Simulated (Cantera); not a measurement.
Cantera run, input and output.

```python
import numpy as np
import cantera as ct

gas = ct.Solution("gri30.yaml")
gas.TPX = 800, 101325, {'CH4': 1, 'O2': 2.5, 'N2': 9.4}
inlet = ct.Reservoir(gas, clone=True)
gas.equilibrate("HP")  # start burning
reactor = ct.IdealGasConstPressureReactor(gas, energy="on", clone=False)
exhaust = ct.Reservoir(gas, clone=True)
tau = [0.041, 0.019, 0.009, 0.0042, 0.002, 0.00092, 0.00043, 0.0002, 9.4e-05, 4.4e-05, 2.1e-05, 9.7e-06, 4.5e-06][0]
for a, b in ((inlet, reactor), (reactor, exhaust)):
    ct.MassFlowController(a, b, mdot=lambda t: reactor.mass / tau)
net = ct.ReactorNet([reactor])
show = ['CH4', 'O2', 'H2O', 'CH2CO', 'C2H6']

rows = []
print(f"{'tau/s':>10s}{'T/K':>9s}" + "".join(f"{s:>11s}" for s in show))
for tau in [0.041, 0.019, 0.009, 0.0042, 0.002, 0.00092, 0.00043, 0.0002, 9.4e-05, 4.4e-05, 2.1e-05, 9.7e-06, 4.5e-06]:
    net.initial_time = 0.0
    net.advance(30 * tau)
    before = gas.X
    net.advance(40 * tau)
    drift = np.max(np.abs(gas.X - before) / (gas.X + 1e-9))
    rows.append([gas.T, *gas[show].X, drift])
    print(f"{tau:10.3e}{gas.T:9.1f}" + "".join(f"{x:11.3e}" for x in gas[show].X))
```

It prints:

```
     tau/s      T/K        CH4         O2        H2O      CH2CO       C2H6
 4.100e-02   2312.1  3.442e-06  3.887e-02  1.485e-01  2.460e-10  8.983e-13
 1.900e-02   2304.7  6.848e-06  3.962e-02  1.479e-01  6.009e-10  3.443e-12
 9.000e-03   2289.1  1.280e-05  4.045e-02  1.468e-01  1.467e-09  1.151e-11
 4.200e-03   2261.1  2.311e-05  4.155e-02  1.451e-01  3.564e-09  3.519e-11
 2.000e-03   2220.3  4.009e-05  4.297e-02  1.426e-01  8.052e-09  9.802e-11
 9.200e-04   2164.7  7.205e-05  4.482e-02  1.393e-01  1.839e-08  2.912e-10
 4.300e-04   2100.8  1.330e-04  4.705e-02  1.357e-01  4.281e-08  9.292e-10
 2.000e-04   2030.6  2.630e-04  4.992e-02  1.320e-01  1.128e-07  3.537e-09
 9.400e-05   1957.5  5.686e-04  5.416e-02  1.286e-01  3.667e-07  1.750e-08
 4.400e-05   1872.0  1.531e-03  6.257e-02  1.251e-01  1.939e-06  1.692e-07
 2.100e-05    800.0  7.752e-02  1.938e-01 -2.620e-16 -2.151e-19 -5.114e-18
 9.700e-06    800.0  7.752e-02  1.938e-01  1.186e-17  2.343e-24  6.595e-23
 4.500e-06    800.0  7.752e-02  1.938e-01  2.222e-18 -7.367e-29  1.015e-24
```

Cantera simulation using GRI-Mech 3.0 (53 species, 325 reactions); the numbers are that mechanism's predictions, not measurements.
